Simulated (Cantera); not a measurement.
Input: 1 mol Si, 0.69 mol O2, 97 mol N2, equilibrated at 0.0100 bar.

These are equilibrium values from Cantera (NASA tables, ideal gas, pure condensed phases), not measurements of a reactor. Candidate condensed phases: Si, SiO2, Si2N2O, Si3N4; 16 gas species. The tables hold silica as quartz up to 1696 K and as liquid above; real silica turns to tridymite and cristobalite and melts near 1996 K. The numbers say what is thermodynamically allowed, not how fast it happens. All values below are at 1923 K.

Base state: N2 0.994, SiO 0.00636 (mole fractions); condensed: SiO2(condensed).

**Question.** What changes in the equilibrium state with this change: O2 from 0.69 to 0.43 mol?

**Answer.** 
| species | before | after |
|---|---|---|
| N2 | 0.994 | 0.990 |
| SiO | 0.00636 | 0.00878 |
| Si | <1e-9 | 0.00128 |
| Si2N | <1e-9 | 4.30e-5 |
| SiN | <1e-9 | 4.02e-5 |
| SiO2(condensed), mol | 0.378 | 0 |
The tables' values for SiN are old estimates; treat these amounts as uncertain.
